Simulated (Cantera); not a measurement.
An adiabatic, constant-pressure homogeneous reactor starts with H₂ : O₂ : N₂ : NO = 1 : 0.532 : 6.38 : 0.025 (molar parts), at 1623 K and 7500 Torr. Integrator tolerance rtol = 1e-08.

Cantera simulation using GRI-Mech 3.0 (53 species, 325 reactions); the numbers are that mechanism's predictions, not measurements. The hydrogen kinetics of GRI-Mech 3.0 are dated; newer H2 mechanisms differ, most at raised pressure.

**Question.** What does this change do: N2 6.38 to 8.4 parts?

**Answer.** 
| quantity | before | after |
|---|---|---|
| time of steepest temperature rise | 2.22 µs | 2.80 µs |
| temperature at 4.00 s | 2467 K | 2313 K |
| equilibrium temperature | 2467 K | 2313 K |
| x(H₂) at 4.00 s | 0.00298 (gas-phase equilibrium 0.00298) | 0.00120 (gas-phase equilibrium 0.00120) |
| x(O₂) at 4.00 s | 0.00487 (gas-phase equilibrium 0.00487) | 0.00373 (gas-phase equilibrium 0.00373) |
| x(NO) at 4.00 s | 0.00345 (gas-phase equilibrium 0.00345) | 0.00229 (gas-phase equilibrium 0.00229) |
| x(O) at 4.00 s | 0.000273 (gas-phase equilibrium 0.000273) | 0.000104 (gas-phase equilibrium 0.000104) |
| x(N₂) at 4.00 s | 0.855 (gas-phase equilibrium 0.855) | 0.887 (gas-phase equilibrium 0.887) |
| x(H₂O) at 4.00 s | 0.129 (gas-phase equilibrium 0.129) | 0.104 (gas-phase equilibrium 0.104) |
| x(HO₂) at 4.00 s | 1.57e-6 (gas-phase equilibrium 1.57e-6) | 7.45e-7 (gas-phase equilibrium 7.45e-7) |
